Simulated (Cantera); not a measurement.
Counterflow diffusion flame

A counterflow diffusion flame at 2.30 bar, nozzles 20 mm apart: fuel side CH₄ : CO = 1 : 0.087 (molar parts) at 475 K, oxidiser side O₂ : N₂ = 0.2 : 0.8 (molar parts) at 425 K, fuel mass flux 0.87 times the oxidiser's; mixture-averaged transport, no radiation.

Cantera simulation using GRI-Mech 3.0 (53 species, 325 reactions); the numbers are that mechanism's predictions, not measurements. GRI-Mech 3.0 has no aromatics or soot, which form on the fuel side of real flames. The maximum strain rate includes the flame's own expansion and is several times the mean.

| oxidiser flux (kg/m²/s) | max strain (1/s) | mean strain (1/s) | T max (K) | peak x OH | peak x H | peak x NO | peak x CO | peak x C₂H₂ |
|---|---|---|---|---|---|---|---|---|
| 0.57 | 178 | 40.2 | 2127 | 0.00591 | 0.00223 | 0.000247 | 0.0809 | 0.0132 |
| 0.71 | 217 | 50.1 | 2118 | 0.00598 | 0.00231 | 0.000238 | 0.0808 | 0.0125 |
| 0.87 | 263 | 61.4 | 2110 | 0.00600 | 0.00238 | 0.000227 | 0.0807 | 0.0117 |
| 1.1 | 330 | 77.7 | 2102 | 0.00605 | 0.00247 | 0.000215 | 0.0807 | 0.0110 |
| 1.3 | 388 | 91.8 | 2096 | 0.00609 | 0.00254 | 0.000206 | 0.0808 | 0.0105 |
| 1.6 | 473 | 113 | 2089 | 0.00611 | 0.00262 | 0.000194 | 0.0809 | 0.00989 |
| 2 | 583 | 141 | 2079 | 0.00609 | 0.00269 | 0.000178 | 0.0808 | 0.00920 |
| 2.5 | 717 | 176 | 2067 | 0.00603 | 0.00274 | 0.000160 | 0.0808 | 0.00845 |
| 3 | 848 | 212 | 2057 | 0.00596 | 0.00277 | 0.000145 | 0.0808 | 0.00788 |
| 3.7 | 1030 | 261 | 2042 | 0.00583 | 0.00279 | 0.000126 | 0.0808 | 0.00719 |
x: mole fraction; the columns are a selection and need not sum to one.
